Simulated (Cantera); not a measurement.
# Adiabatic ignition

An adiabatic, constant-volume homogeneous reactor starts with 6.68 % CH₄, 19.1 % O₂, 74.2 % N₂, at 1425 K and 1650 Torr.

Computed with Cantera and GRI-Mech 3.0 (53 species, 325 reactions).

```
t (s)     T (K)  P (bar)   x CH₄    x O₂    x NO₂    x CH₂O     x HCN     x CO₂
--------  -----  -------  ------  ------  -------  --------  --------  --------
4.00e-6    1425     2.20  0.0668   0.191   <1e-12   4.57e-9    <1e-12    <1e-12
8.66e-6    1425     2.20  0.0668   0.191   <1e-12   2.28e-8    <1e-12    <1e-12
1.88e-5    1425     2.20  0.0668   0.191   <1e-12   1.17e-7    <1e-12  7.25e-12
4.06e-5    1425     2.20  0.0668   0.191   <1e-12   6.58e-7    <1e-12  8.91e-11
8.80e-5    1425     2.20  0.0668   0.191   <1e-12   4.28e-6    <1e-12   1.50e-9
0.000191   1425     2.20  0.0668   0.191   <1e-12   3.18e-5    <1e-12   3.39e-8
0.000413   1427     2.20  0.0664   0.191   <1e-12  0.000198    <1e-12   5.69e-7
0.000894   1445     2.23  0.0634   0.189   <1e-12   0.00110    <1e-12   1.12e-5
0.00194    2776     4.37  <1e-12  0.0537  8.82e-6  1.23e-10  2.62e-10    0.0510
0.00420    2769     4.35  <1e-12  0.0516  1.19e-5  1.22e-10  3.13e-10    0.0512
0.00909    2769     4.35  <1e-12  0.0516  1.19e-5  1.22e-10  3.14e-10    0.0512
0.0197     2769     4.35  <1e-12  0.0516  1.19e-5  1.22e-10  3.14e-10    0.0512
0.0426     2769     4.35  <1e-12  0.0516  1.19e-5  1.22e-10  3.14e-10    0.0512
0.0923     2769     4.35  <1e-12  0.0516  1.19e-5  1.22e-10  3.14e-10    0.0512
0.200      2769     4.35  <1e-12  0.0516  1.19e-5  1.22e-10  3.14e-10    0.0512
```
x: mole fraction; the columns are a selection and need not sum to one.

The time of steepest temperature rise comes out as 1.18 ms. The temperature at 0.200 s is 2769 K and the equilibrium temperature is 2769 K. The x(CH₄) at 0.200 s comes out as <1e-12 (gas-phase equilibrium <1e-12). The x(O₂) at 0.200 s is 0.0516 (gas-phase equilibrium 0.0516) and the x(NO₂) at 0.200 s is 1.19e-5 (gas-phase equilibrium 1.19e-5).
